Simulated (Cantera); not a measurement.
A perfectly stirred reactor is fed with 3.45 % C₂H₆, 96.6 % H₂, at 0.700 bar; it is held at 1075 K, and followed from long to short residence time.

Computed with Cantera and GRI-Mech 3.0 (53 species, 325 reactions). GRI-Mech 3.0 stops at C3 and has no aromatics, soot or wall deposition, so with more carbon than oxygen in the feed, carbon stays in small species such as C2H2 where larger ones or solid carbon would form.

One state of this run: x C₂H₆ = 0.0332; x H₂ = 0.966; x C₂H₂ = 2.41e-7; x H = 4.97e-7; x CH₃ = 6.41e-8. x: mole fraction; the columns are a selection and need not sum to one.

Q: Which value of τ (s) does it belong to?
A) 0.012
B) 0.0034
C) 0.13
D) 0.46

A: A, 0.012
